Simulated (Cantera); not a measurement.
Feed: 1 mol TiO₂, 87 mol H₂, at 1573.15 K and 2.70 Torr.

Cantera equilibrium calculation (NASA polynomials, part measured and part estimated; ideal gas, pure solids and liquids). Candidate condensed phases: H₂O, Ti, TiO, TiO₂, Ti₂O₃, Ti₃O₅, Ti₄O₇; 12 gas species. Equilibrium is a limit: real reactors are often held back by kinetics, nucleation or transport.

Base state: H₂ 0.995, H₂O 0.00383, H 0.000677 (mole fractions); condensed: Ti₃O₅(s).

Problem. What changes in the equilibrium state with this change: pressure from 2.70 Torr to 0.0900 Torr?

Solution. 
```
species          before    after
-------------  --------  -------
H₂                0.995    0.992
H₂O             0.00383  0.00382
H              0.000677  0.00370
Ti₃O₅(s), mol     0.333    0.333
```
